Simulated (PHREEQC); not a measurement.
Dissolve 0.19 mol CuCl2, 0.0019 mol HBF4 and 0.0025 mol KCl per kg of water at 6.2 °C. Closed to the air; pH follows from the charge balance.

All values are PHREEQC results (ion-association model, phreeqc.dat), not measurements.

This is a speciation only: nothing precipitates in the calculation.

**Question.** Order these B species by the share of B that they hold, largest first: H3BO3, BF2(OH)2-, BF4-, BF3OH-.

**Answer.** BF4- (49 %), H3BO3 (41 %), BF3OH- (7.1 %), BF2(OH)2- (2.7 %)

The pH is 2.65 and the ionic strength 0.539 mol/kgw. Away from 25 °C the constants follow the database's enthalpies or fits; those with neither stay at their 25 °C values. Real BF4- forms and hydrolyses slowly; the run takes it at equilibrium.
